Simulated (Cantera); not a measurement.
**Nitride etching: BN + O₂**

Input: 1 mol BN, 0.13 mol O₂, equilibrated at 7.40 mbar.

Method: chemical equilibrium by Gibbs-energy minimisation in Cantera with the NASA 1993 tables (ideal gas, pure condensed phases). Candidate condensed phases: B, BN, B₂O₃; 17 gas species. Mutual solubility and eutectic melting of coexisting phases are not modelled. Equilibrium is a limit: real reactors are often held back by kinetics, nucleation or transport.

```
T (K)  log p N₂  log p B₂O₂  log p B₂O₃  log p BO  log p B₂O  log p BO₂  log p B  n BN(s)  n B₂O₃(l)
-----  --------  ----------  ----------  --------  ---------  ---------  -------  -------  ---------
1173      -2.13      -11.17       -8.43    -11.53       <-14     -13.61     <-14    0.827     0.0867
1273      -2.13       -9.32       -7.06     -9.82       <-14     -12.03     <-14    0.827     0.0867
1373      -2.13       -7.75       -5.90     -8.37       <-14     -10.68     <-14    0.827     0.0867
1473      -2.13       -6.40       -4.91     -7.12     -12.99      -9.52     <-14    0.827     0.0865
1573      -2.14       -5.22       -4.05     -6.03     -11.13      -8.51   -13.47    0.827     0.0855
1673      -2.17       -4.18       -3.29     -5.07      -9.49      -7.63   -11.86    0.826     0.0796
1773      -2.36       -3.21       -2.63     -4.19      -7.92      -6.88   -10.35    0.818     0.0290
1873      -2.44       -2.82       -2.70     -3.64      -6.81      -6.63    -9.04    0.796          0
1973      -2.45       -2.64       -3.00     -3.24      -5.94      -6.56    -7.90    0.772          0
2073      -2.47       -2.60       -3.46     -2.94      -5.20      -6.62    -6.87    0.752          0
```
log p: log10 of the partial pressure in bar; n: condensed amount in mol.

From 1173 K to 1773 K the condensed part is BN(s) + B₂O₃(l). From 1873 K to 2073 K the condensed part is BN(s). The main B-bearing gas is B₂O₃ at 1173 K and B₂O₂ at 2073 K.
